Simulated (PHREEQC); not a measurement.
PHREEQC input (ion-association model, wateq4f.dat):

```
SOLUTION_MASTER_SPECIES
  Amm  AmmH+  0  AmmH  17.031  # ammonia with no redox link, constants of NH4+
SOLUTION_SPECIES
  AmmH+ = AmmH+
    -log_k 0
  AmmH+ = Amm + H+
    -log_k -9.252
    -delta_h 12.48 kcal
    -analytic 0.6322 -0.001225 -2835.76
    -gamma 2.5 0.0
  AmmH+ + SO4-2 = AmmHSO4-
    -log_k 1.11
    -gamma 5.0 0.0
PHASES
  Amm(g)
    Amm = Amm
    -log_k 1.770
    -delta_h -8.170 kcal
EXCHANGE_SPECIES
  AmmH+ + X- = AmmHX
    -log_k 0.6
SOLUTION 1
  temp 20
  units mol/kgw
  pH 7 charge
  C(4) 8.2e-05
  Ca 4.1e-05
  F 0.044
  Na 0.174
  Cl 0.13
SOLUTION 2
  temp 20
  units mol/kgw
  pH 7 charge
  F 0.075
  Amm 0.027
END
SELECTED_OUTPUT 1
  -reset false
  -pH true
  -pe true
  -ionic_strength true
  -water true
  -totals Amm C Ca Cl F Na C(-4) C(4)
  -molalities H+ CO3-2 Ca+2 Cl- F- Na+ CO2 HCO3- NaCO3- NaHCO3
    CaOH+ CaHCO3+ CaCO3 O2 OH- CaF+ HF HF2- H2F2 NaF
    AmmH+ Amm
  -equilibrium_phases Calcite Fluorite Portlandite Halite Nahcolite Natron
PRINT
  -reset false
MIX 1
  1 1
  2 0
EQUILIBRIUM_PHASES 1
  Calcite 0 0
  Fluorite 0 0
  Portlandite 0 0
  Halite 0 0
  Nahcolite 0 0
  Natron 0 0
  O2(g) -0.68 10
END
# ... the last block is repeated for the other 10 points of share of solution B
```

Selected output (columns that matter, 11 of 11 rows; share of solution B added in front):

```
share of solution B	pH	mu	Amm	C	Ca	Cl	F	Na	m_H+	m_Ca+2	m_Cl-	m_F-	m_Na+	Fluorite
0	7.9508	0.17184	0	8.2e-05	7.8848e-08	0.13	0.043918	0.174	1.3917e-08	7.1408e-08	0.13	0.041761	0.17184	4.0921e-05
0.1	3.9932	0.15753	0.0027	7.38e-05	8.2391e-08	0.117	0.047026	0.1566	0.00012569	7.4768e-08	0.117	0.039938	0.15471	3.6818e-05
0.2	3.6803	0.14322	0.0054	6.56e-05	8.6233e-08	0.104	0.050135	0.1392	0.00025714	7.8381e-08	0.104	0.038094	0.13756	3.2714e-05
0.3	3.4946	0.1289	0.0081	5.74e-05	8.9975e-08	0.091	0.053243	0.1218	0.00039229	8.1896e-08	0.091	0.03631	0.1204	2.861e-05
0.4	3.3605	0.11456	0.0108	4.92e-05	9.3531e-08	0.078	0.056351	0.1044	0.0005311	8.5226e-08	0.078	0.034581	0.10323	2.4506e-05
0.5	3.2545	0.10022	0.0135	4.1e-05	9.6779e-08	0.065	0.059459	0.087	0.0006734	8.8253e-08	0.065	0.032901	0.086048	2.0403e-05
0.6	3.1664	0.085873	0.0162	3.28e-05	9.9539e-08	0.052	0.062567	0.0696	0.00081871	9.0802e-08	0.052	0.031267	0.068854	1.63e-05
0.7	3.0906	0.071517	0.0189	2.46e-05	1.0155e-07	0.039	0.065676	0.0522	0.0009661	9.2618e-08	0.039	0.029674	0.05165	1.2198e-05
0.8	3.0241	0.057153	0.0216	1.64e-05	1.0241e-07	0.026	0.068784	0.0348	0.0011138	9.3313e-08	0.026	0.028118	0.034439	8.0976e-06
0.9	2.9652	0.042779	0.0243	8.2e-06	1.0147e-07	0.013	0.071892	0.0174	0.0012583	9.2257e-08	0.013	0.026595	0.017221	3.9985e-06
1	2.9132	0.028392	0.027	0	0	0	0.075	0	0.0013922	0	0	0.025098	0	0
```

Species that the database lacks are ignored. wateq4f.dat counts part of the HF as a dimer, H2F2, which phreeqc.dat doesn't know; its constant is uncertain.
